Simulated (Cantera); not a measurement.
A perfectly stirred reactor is fed with H2 : O2 = 0.023 : 1 (molar parts), at 1600 Pa; it is held at 1000 K, and followed from long to short residence time.

Detailed kinetics in Cantera: the H2/O2 subset of GRI-Mech 3.0, which has no nitrogen chemistry. Radical loss at walls, strong at low pressure, is not modelled.

x: mole fraction; the columns are a selection and need not sum to one.

| τ (s) | x H2 | x O2 | x HO2 | x H2O2 | x H2O | x O |
|---|---|---|---|---|---|---|
| 3.2 | 0.000134 | 0.977 | 1.30e-6 | [?] | 0.0225 | 0.000455 |
| 1.4 | 0.000211 | 0.976 | 1.77e-6 | [?] | 0.0224 | 0.000747 |
| 0.63 | 0.000328 | 0.976 | 2.32e-6 | [?] | 0.0222 | 0.00118 |
| 0.28 | 0.000512 | 0.975 | 3.00e-6 | [?] | 0.0219 | 0.00183 |
| 0.12 | 0.000822 | 0.974 | 3.81e-6 | [?] | 0.0214 | 0.00279 |
| 0.054 | 0.00130 | 0.973 | 4.59e-6 | [?] | 0.0206 | 0.00397 |
| 0.024 | 0.00210 | 0.971 | 5.32e-6 | [?] | 0.0193 | 0.00529 |
| 0.011 | 0.00341 | 0.969 | 5.86e-6 | [?] | 0.0174 | 0.00634 |
| 0.0047 | 0.00588 | 0.969 | 6.16e-6 | 2.30e-7 | 0.0144 | 0.00663 |
| 0.0021 | 0.00994 | 0.970 | 6.05e-6 | 2.48e-7 | 0.0103 | 0.00558 |
| 0.00091 | 0.0165 | 0.973 | 5.29e-6 | [?] | 0.00471 | 0.00293 |

**Question.** What belongs in the gaps?

**Answer.** 
- 3.2, x H2O2: 4.83e-8
- 1.4, x H2O2: 5.76e-8
- 0.63, x H2O2: 6.89e-8
- 0.28, x H2O2: 8.36e-8
- 0.12, x H2O2: 1.03e-7
- 0.054, x H2O2: 1.26e-7
- 0.024, x H2O2: 1.56e-7
- 0.011, x H2O2: 1.90e-7
- 0.00091, x H2O2: 1.58e-7
